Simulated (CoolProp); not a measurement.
Vapour-liquid equilibrium of isobutane (1) + R245fa (2) at 314.3 K; x and y are mole fractions of (1).

Values from CoolProp's multi-fluid Helmholtz-energy mixture model, Bücker 2006 and Akasaka 2015; pair parameters Bell 2016.

Q: Give the bubble pressure and the first vapour's composition at x = 0.35, 0.575, 0.8. Is there an azeotrope?

A: x = 0.35: 566.3 kPa, y = 0.614; x = 0.575: 603.9 kPa, y = 0.680; x = 0.8: 610.9 kPa, y = 0.771. y crosses x between x = 0.725 and 0.8: the model has an azeotrope there.

The pair parameters rest on a limited set of measurements; away from them the model extrapolates. With so large a gap from Raoult's law the liquid may split in two, which this calculation doesn't test in full.
